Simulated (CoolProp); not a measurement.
200 sccm (0 °C, 1 atm) of nitrogen bubbles through liquid methanol at 297.5 K and leaves saturated at a total pressure of 0.0858 MPa (ideal gas phase). Each further row changes one setting.

Model: reference Helmholtz-energy equation of state, de Reuck 1993, in CoolProp.

| case | vapour pressure (kPa) | mole fraction of vapour | delivery (mg/min) | delivery (sccm) | change of delivery for a bath 1 K warmer (%) |
|---|---|---|---|---|---|
| as stated | 16.4 | 0.191 | 67.6 | (withheld) | 6.7 |
| bath temperature 302.5 K | (withheld) | (withheld) | 93.9 | (withheld) | 6.9 |
| total pressure 0.172 MPa | 16.4 | (withheld) | 30.2 | (withheld) | (withheld) |

**Question.** Some entries are withheld; supply them.

**Answer.** 
- as stated, delivery (sccm): 47.3
- bath temperature 302.5 K, vapour pressure (kPa): 21.2
- bath temperature 302.5 K, mole fraction of vapour: 0.247
- bath temperature 302.5 K, delivery (sccm): 65.7
- total pressure 0.172 MPa, mole fraction of vapour: 0.0954
- total pressure 0.172 MPa, delivery (sccm): 21.1
- total pressure 0.172 MPa, change of delivery for a bath 1 K warmer (%): 5.9
